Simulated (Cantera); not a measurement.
**Boron, boron nitride and boron oxide: B2O3 + H2**

Feed: 1 mol B2O3, 10 mol H2, equilibrated at 1375 K and 1.33 mbar.

These are equilibrium values from Cantera (NASA tables, ideal gas, pure condensed phases), not measurements of a reactor. Candidate condensed phases: B, B2O3, B3O3H3, H2O; 23 gas species. Rates play no part.

| Property | Value |
|---|---|
| x(H2) | 0.993 |
| x(HBO) | 0.00311 |
| x(HBO2) | 0.00290 |
| x(B2O3) | 0.000986 |
| x(H2O) | 0.000216 |
| x(B2O2) | 0.000105 |
| x(H) | 9.35e-5 |
| x(BO) | 9.28e-6 |
| n(B2O3(l)) | 0.959 mol |
| gas amount | 10.04 mol |
| log10 activity of B(s) (absent) | -2.56 |
| log10 activity of B3O3H3(s) (absent) | -12.97 |
